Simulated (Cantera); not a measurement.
Feed: 1 mol Fe3O4, 5.9 mol C, 0.19 mol H2, held at 1525 K and 1 atm.

Method: chemical equilibrium by Gibbs-energy minimisation in Cantera with the NASA 1993 tables (ideal gas, pure condensed phases). Candidate condensed phases: C, C6H6, C7H8, C8H18, Fe, Fe(CO)5, FeO, Fe(OH)2, Fe(OH)3, Fe2O3, Fe3O4, H2O; 114 gas species. Iron dissolves carbon and melts from about 1420 K in contact with it, which pure phases cannot show. Condensed phases not in the tables: cementite and carbon dissolved in iron. The numbers say what is thermodynamically allowed, not how fast it happens.

Base state: CO 0.954, H2 0.0453, CO2 0.000493, H2O 6.30e-5 (mole fractions); condensed: C(graphite) + Fe(γ).

Problem. What changes in the equilibrium state with this change: Fe3O4 replaced by SiO2?

Solution. 
| species | before | after |
|---|---|---|
| H2 | 0.0453 | 0.965 |
| CO | 0.954 | 0.0330 |
| CH4 | 4.74e-6 | 0.00215 |
| SiO | 0 | 7.16e-5 |
| CO2 | 0.000493 | 5.89e-7 |
| C2H2 (acetylene) | 5.48e-7 | 1.17e-5 |
| H | 5.00e-6 | 2.31e-5 |
| H2O | 6.30e-5 | 4.64e-5 |
| C(graphite), mol | 1.90 | 5.89 |
| Fe(γ), mol | 3.00 | 0 |
| SiC(s), mol | 0 | 0.00323 |
| SiO2(β-quartz), mol | 0 | 0.997 |
Mutual solubility and eutectic melting of coexisting phases are not modelled. The tables hold silica as quartz up to 1696 K and as liquid above; real silica turns to tridymite and cristobalite and melts near 1996 K. Further candidate phases: Si, SiC, SiO2.
